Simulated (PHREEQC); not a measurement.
A solution holds 0.035 mol/kgw Cu(BF4)2, 5.3e-05 mol/kgw HNO3 and 0.0008 mol/kgw NaCl, at 65 °C. Closed to the air; pH follows from the charge balance.

Model: ion-association model, wateq4f.dat, run in PHREEQC.

No solid was allowed to form.

Problem. Predict the pH, ionic strength.

Solution. pH 2.78; ionic strength 0.106 mol/kgw.

Problem. In which forms is Cu present?

Solution. Cu+2 97 %, CuF+ 2.8 % of the Cu.

At this temperature some constants are extrapolated from 25 °C, and those without enthalpy data are left unchanged. Real BF4- forms and hydrolyses slowly; the run takes it at equilibrium.
